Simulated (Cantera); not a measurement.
## Ammonia decomposition in nitride growth gas

An isothermal, constant-pressure homogeneous reactor starts with NH3 : N2 = 1 : 0.56 (molar parts), at 1500 K and 0.480 bar.

Detailed kinetics in Cantera: the gas-phase N/H chemistry of the illustrative SiF4/NH3 mechanism in the Surface Chemkin manual (1991). Walls and surfaces, which speed up NH3 decomposition in real reactors, are not modelled.

| t (s) | x NH3 | x H2 | x N2 | x NH2 | x N |
|---|---|---|---|---|---|
| 0.000500 | 0.641 | 1.09e-6 | 0.359 | 2.18e-6 | <1e-12 |
| 0.00133 | 0.641 | 2.98e-6 | 0.359 | 5.78e-6 | <1e-12 |
| 0.00355 | 0.641 | 9.32e-6 | 0.359 | 1.51e-5 | 1.58e-12 |
| 0.00945 | 0.641 | 4.62e-5 | 0.359 | 3.40e-5 | 8.53e-12 |
| 0.0252 | 0.641 | 0.000237 | 0.359 | 4.31e-5 | 2.67e-11 |
| 0.0671 | 0.640 | 0.000793 | 0.359 | 4.32e-5 | 6.48e-11 |
| 0.179 | 0.639 | 0.00227 | 0.359 | 4.30e-5 | 1.64e-10 |
| 0.476 | 0.634 | 0.00617 | 0.360 | 4.25e-5 | 4.06e-10 |
| 1.27 | 0.623 | 0.0163 | 0.360 | 4.14e-5 | 8.94e-10 |
| 3.38 | 0.596 | 0.0415 | 0.363 | 3.93e-5 | 1.54e-9 |
| 9.00 | 0.533 | 0.0983 | 0.368 | 3.52e-5 | 1.95e-9 |
x: mole fraction; the columns are a selection and need not sum to one.

Equilibrium at this temperature and pressure: NH3 8.46e-6, H2 0.586, N2 0.414, NH2 6.24e-10, N <1e-12 (gas phase only).
